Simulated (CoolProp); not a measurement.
Properties of dodecamethylpentasiloxane (MD3M) along the isotherm 620 K.

Model: reference Helmholtz-energy equation of state, Thol 2019, in CoolProp.

| p (bar) | phase | cv (kJ/(kg K)) | speed of sound (m/s) | isothermal compressibility (1/MPa) | expansivity (1/kK) | fugacity coefficient |
|---|---|---|---|---|---|---|
| 11.9 | liquid | 2.155 | 120.3 | 0.1820 | 7.658 | 0.5026 |
| 23.8 | liquid | 2.134 | 201.4 | 0.05454 | 3.494 | 0.3015 |
| 35.8 | liquid | 2.127 | 249.9 | 0.03315 | 2.595 | 0.2378 |
| 47.7 | liquid | 2.123 | 286.8 | 0.02416 | 2.162 | 0.2101 |
| 59.6 | liquid | 2.120 | 317.6 | 0.01912 | 1.895 | 0.1969 |
| 71.5 | liquid | 2.119 | 344.3 | 0.01588 | 1.709 | 0.1916 |
| 83.5 | liquid | 2.118 | 368.4 | 0.01359 | 1.570 | 0.1912 |
| 95.4 | liquid | 2.117 | 390.1 | 0.01191 | 1.462 | 0.1942 |
